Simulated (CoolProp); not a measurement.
The numbers come from the reference Helmholtz-energy equation of state, Lemmon 2013 in CoolProp.

Question: Give the vapour pressure (bar), liquid density (kg/m³), enthalpy of vaporisation (kJ/kg), liquid cp (kJ/(kg K)) of saturated propylene at 271.4 K.

Answer: 
```
T (K)  p (bar)  liquid density (kg/m³)  enthalpy of vaporisation (kJ/kg)  liquid cp (kJ/(kg K))
-----  -------  ----------------------  --------------------------------  ---------------------
271.4     5.54                     549                               380                   2.43
```
